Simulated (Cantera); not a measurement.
Input: 1 mol SiHCl₃, 0.75 mol C₃H₈, 1.1 mol H₂, equilibrated at 0.00133 bar.

Cantera equilibrium calculation (NASA polynomials, part measured and part estimated; ideal gas, pure solids and liquids). Candidate condensed phases: C, C₆H₆, C₇H₈, C₈H₁₈, Si, SiC; 109 gas species. The tables' values for SiCl, SiCl₃ are old estimates; treat these amounts as uncertain. Gases not in the tables: Si₂H₆ and higher silanes. Rates play no part.

x: gas mole fraction; n: condensed amount in mol.

```
T (°C)   x H₂  x HCl      x H     x Cl      x Si  x SiCl₂    x SiC₂  n C(graphite)  n SiC(s)
------  -----  -----  -------  -------  --------  -------  --------  -------------  --------
1377    0.525  0.454  0.00180  0.00122   2.49e-6   0.0173   1.39e-8           1.36     0.891
1427    0.527  0.447  0.00293  0.00193   7.55e-6   0.0202   5.92e-8           1.38     0.874
1477    0.529  0.440  0.00463  0.00297   2.14e-5   0.0231   2.31e-7           1.39     0.856
1527    0.530  0.431  0.00714  0.00445   5.74e-5   0.0261   8.36e-7           1.41     0.837
1577    0.531  0.422   0.0108  0.00649  0.000146   0.0291   2.82e-6           1.43     0.817
1627    0.531  0.411        …        …         …        …         …           1.45     0.796
1677    0.529  0.399   0.0228   0.0129  0.000810   0.0347   2.64e-5           1.47     0.774
1727    0.524  0.385   0.0323   0.0176   0.00179   0.0371   7.41e-5           1.50     0.747
1777    0.517  0.369        …        …         …   0.0390         …           1.53     0.713
1827    0.506  0.350   0.0607   0.0309   0.00780   0.0404  0.000503           1.57     0.663
1877    0.489  0.327   0.0808   0.0395    0.0155   0.0408   0.00122           1.64     0.580
1927    0.464  0.300    0.105   0.0494    0.0297   0.0401   0.00285           1.75     0.431
1977    0.427  0.266    0.133   0.0599    0.0553   0.0378   0.00640           1.96     0.148
2027    0.387  0.246    0.165   0.0755    0.0724   0.0285    0.0100           2.04         0
```

Problem. What belongs in the gaps?

Solution. 
- 1627, x H: 0.0158
- 1627, x Cl: 0.00926
- 1627, x Si: 0.000351
- 1627, x SiCl₂: 0.0320
- 1627, x SiC₂: 8.89e-6
- 1777, x H: 0.0447
- 1777, x Cl: 0.0236
- 1777, x Si: 0.00381
- 1777, x SiC₂: 0.000198
